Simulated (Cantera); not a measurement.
A closed system holds: 1 mol HgO, 0.12 mol H₂, equilibrated at 58.0 Pa.

Equilibrium computed with Cantera from the NASA thermochemical tables; the gas is ideal and each condensed phase is pure. Candidate condensed phases: H₂O, Hg, HgO; 10 gas species. The numbers say what is thermodynamically allowed, not how fast it happens. All values below are at 652 °C.

Base state: Hg 0.641, O₂ 0.282, H₂O 0.0769 (mole fractions); condensed: gas only.

Problem. What changes in the equilibrium state with this change: H₂ from 0.12 to 0.19 mol?

Solution. 
| species | before | after |
|---|---|---|
| Hg | 0.641 | 0.627 |
| O₂ | 0.282 | 0.254 |
| H₂O | 0.0769 | 0.119 |
